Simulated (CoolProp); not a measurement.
The fluid at 298.15 K and 5.43 MPa flows at 2.4 m/s in a round tube of 50 mm bore and 15 µm roughness, fully developed (64/Re and Nu = 3.66 if laminar; Colebrook and Gnielinski if turbulent). The same conditions are run with several fluids, on thermodynamics alone (safety and materials aside).

Values from CoolProp's reference Helmholtz-energy equation of state of each fluid (R22: Kamei 1995; n-heptane: Span 2003; isobutane: Bücker 2006; m-xylene: Zhou 2012; ethylbenzene: Zhou 2012).

| fluid | Reynolds number | Darcy friction factor | pressure drop (Pa/m) | heat-transfer coefficient (W/(m² K)) | mass flow (kg/h) |
|---|---|---|---|---|---|
| R22 | 1060000 | 0.0156 | 1090 | 5290 | 20600 |
| n-heptane | 199000 | 0.0177 | 699 | 3030 | 11600 |
| isobutane | 410000 | [?] | 533 | [?] | 9510 |
| m-xylene | 171000 | 0.0181 | 899 | [?] | 14700 |
| ethylbenzene | 163000 | 0.0182 | [?] | 2780 | 14700 |

Task: What belongs in the gaps?

Result: 
- isobutane, Darcy friction factor: 0.0165
- isobutane, heat-transfer coefficient (W/(m² K)): 3430
- m-xylene, heat-transfer coefficient (W/(m² K)): 2850
- ethylbenzene, pressure drop (Pa/m): 907

Transport values come from each fluid's own correlations; those of R22, ethylbenzene are estimates that may be off by 10 % or more.
